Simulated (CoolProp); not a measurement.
Aqueous potassium formate as a coolant, at 20 °C, 1 atm.

Values from CoolProp's Melinder's fits for secondary coolants.

```csv
mass %,freezing point (°C),viscosity (mPa s),Prandtl number,conductivity (W/(m K)),cp (kJ/(kg K))
2,-0.8,1.05,7.26,0.594,4.106
7.3,…,1.14,7.63,0.583,3.908
12.6,-6.5,1.21,7.87,0.573,3.716
17.9,-10.0,1.31,8.23,0.564,3.530
23.3,…,…,…,…,3.349
28.6,-19.6,1.61,9.43,0.544,3.184
33.9,-26.0,…,10.1,0.532,3.033
```

### Question
Complete the blanks.

### Answer

- 7.3, freezing point (°C): -3.4
- 23.3, freezing point (°C): -14.4
- 23.3, viscosity (mPa s): 1.45
- 23.3, Prandtl number: 8.78
- 23.3, conductivity (W/(m K)): 0.554
- 33.9, viscosity (mPa s): 1.78
